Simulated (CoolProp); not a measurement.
Saturation properties of carbonyl sulfide.

The numbers come from the reference Helmholtz-energy equation of state, Lemmon 2006 in CoolProp. It is a short technical equation, of lower accuracy than the large ones.

```json
[
 {"T (K)": "302", "p (kPa)": "?", "liquid density (kg/m³)": "978.9", "surface tension (mN/m)": "7.67"},
 {"T (K)": "305.5", "p (kPa)": "1531", "liquid density (kg/m³)": "968.3", "surface tension (mN/m)": "?"},
 {"T (K)": "309.1", "p (kPa)": "1665", "liquid density (kg/m³)": "957.1", "surface tension (mN/m)": "6.69"},
 {"T (K)": "312.7", "p (kPa)": "?", "liquid density (kg/m³)": "945.6", "surface tension (mN/m)": "6.21"},
 {"T (K)": "316.2", "p (kPa)": "1954", "liquid density (kg/m³)": "934.1", "surface tension (mN/m)": "5.75"},
 {"T (K)": "319.8", "p (kPa)": "2114", "liquid density (kg/m³)": "?", "surface tension (mN/m)": "5.29"},
 {"T (K)": "323.4", "p (kPa)": "2283", "liquid density (kg/m³)": "909.3", "surface tension (mN/m)": "4.84"},
 {"T (K)": "326.9", "p (kPa)": "2457", "liquid density (kg/m³)": "896.7", "surface tension (mN/m)": "4.42"},
 {"T (K)": "330.5", "p (kPa)": "2645", "liquid density (kg/m³)": "883.2", "surface tension (mN/m)": "3.99"},
 {"T (K)": "334", "p (kPa)": "2837", "liquid density (kg/m³)": "869.5", "surface tension (mN/m)": "3.59"},
 {"T (K)": "337.6", "p (kPa)": "3046", "liquid density (kg/m³)": "854.8", "surface tension (mN/m)": "3.19"},
 {"T (K)": "341.2", "p (kPa)": "3266", "liquid density (kg/m³)": "839.5", "surface tension (mN/m)": "2.81"},
 {"T (K)": "344.7", "p (kPa)": "3491", "liquid density (kg/m³)": "823.7", "surface tension (mN/m)": "2.45"},
 {"T (K)": "348.3", "p (kPa)": "3733", "liquid density (kg/m³)": "806.7", "surface tension (mN/m)": "?"},
 {"T (K)": "351.9", "p (kPa)": "3989", "liquid density (kg/m³)": "788.5", "surface tension (mN/m)": "1.75"}
]
```

Problem. What belongs in the gaps?

Solution. 
- 302, p (kPa): 1408
- 305.5, surface tension (mN/m): 7.18
- 312.7, p (kPa): 1807
- 319.8, liquid density (kg/m³): 921.9
- 348.3, surface tension (mN/m): 2.09

It boils at 223.0 K under 1 atm.

Surface tension comes from a separate correlation (Mulero 2012).
